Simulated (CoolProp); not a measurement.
Vapour-liquid equilibrium of CH2F2 (R32) (1) + R143a (2) at 203.9 K; x and y are mole fractions of (1).

Computed with CoolProp (multi-fluid Helmholtz-energy mixture model, Tillner-Roth 1997 and Lemmon and Jacobsen 2000; pair parameters Bell 2016).

### Question
Give the bubble pressure and the first vapour's composition at x = 0.35, 0.5, 0.8. Is there an azeotrope?

### Answer
x = 0.35: 0.03805 MPa, y = 0.434; x = 0.5: 0.03938 MPa, y = 0.553; x = 0.8: 0.03981 MPa, y = 0.780. y crosses x between x = 0.65 and 0.8: the model has an azeotrope there.

The pair parameters rest on a limited set of measurements; away from them the model extrapolates.
